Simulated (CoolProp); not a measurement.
Vapour-liquid equilibrium of R22 (1) + benzene (2) at 318.9 K; x and y are mole fractions of (1).

Values from CoolProp's multi-fluid Helmholtz-energy mixture model, Kamei 1995 and Thol 2012; pair parameters Bell 2016.

### Question
Give the bubble pressure and the first vapour's composition at x = 0.35, 0.575, 0.725. Is there an azeotrope?

### Answer
x = 0.35: 0.5959 MPa, y = 0.956; x = 0.575: 0.9438 MPa, y = 0.978; x = 0.725: 1.203 MPa, y = 0.987. No azeotrope shows between x = 0.05 and 0.95.

The pair parameters rest on a limited set of measurements; away from them the model extrapolates. The gap from Raoult's law changes sign with composition, which may be real or a fault of the pair parameters; it wasn't checked against measurements.
